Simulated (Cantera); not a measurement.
## Hydrocarbon pyrolysis for carbon deposition

An isothermal, constant-pressure homogeneous reactor starts with C₂H₆ : H₂ = 1 : 2.9 (molar parts), at 1175 K and 0.200 bar.

Cantera simulation using GRI-Mech 3.0 (53 species, 325 reactions); the numbers are that mechanism's predictions, not measurements. GRI-Mech 3.0 stops at C3 and has no aromatics, soot or wall deposition, so with more carbon than oxygen in the feed, carbon stays in small species such as C2H2 where larger ones or solid carbon would form.

| t (s) | x C₂H₆ | x H₂ | x C₂H | x C₂H₄ | x CH₄ |
|---|---|---|---|---|---|
| 6.00e-6 | 0.256 | 0.744 | <1e-12 | 9.88e-9 | 1.68e-7 |
| 3.16e-5 | 0.256 | 0.744 | <1e-12 | 1.27e-6 | 3.12e-6 |
| 0.000167 | 0.256 | 0.744 | <1e-12 | 7.28e-5 | 2.85e-5 |
| 0.000880 | 0.253 | 0.744 | <1e-12 | 0.00219 | 0.000327 |
| 0.00464 | 0.219 | 0.748 | <1e-12 | 0.0270 | 0.00546 |
| 0.0245 | 0.102 | 0.760 | 1.38e-12 | 0.111 | 0.0263 |
| 0.129 | 0.00937 | 0.766 | 7.30e-12 | 0.167 | 0.0498 |
| 0.681 | 0.00428 | 0.761 | 1.55e-11 | 0.144 | 0.0651 |
| 3.59 | 0.00317 | 0.740 | 1.91e-11 | 0.110 | 0.106 |
| 19.0 | 0.00230 | 0.689 | 1.04e-11 | 0.0844 | 0.189 |
| 100 | 0.00135 | 0.621 | 4.12e-12 | 0.0545 | 0.298 |
x: mole fraction; the columns are a selection and need not sum to one.

Equilibrium at this temperature and pressure: C₂H₆ 0.000268, H₂ 0.520, C₂H <1e-12, C₂H₄ 0.0125, CH₄ 0.460 (gas phase only).
